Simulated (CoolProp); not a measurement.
The fluid at 470.12 K and 0.135 MPa is compressed adiabatically to 0.461 MPa with isentropic efficiency 0.9. The same conditions are run with several fluids, on thermodynamics alone (safety and materials aside).

Model: reference Helmholtz-energy equation of state of each fluid (n-decane: Lemmon 2006; ammonia: Gao 2020; n-nonane: Lemmon 2006), in CoolProp.

### Question
Rank n-decane, ammonia, n-nonane by work (kJ/kg), highest first.

### Answer
ammonia (353), n-nonane (38.2), n-decane (30.7)

```
fluid     final temperature (K)                       final phase  final density (kg/m³)
--------  ---------------------  --------------------------------  ---------------------
n-decane                  518.1  two-phase, vapour fraction 0.667                   27.5
ammonia                   610.3                               gas                   1.55
n-nonane                  492.1  two-phase, vapour fraction 0.996                   17.4
```
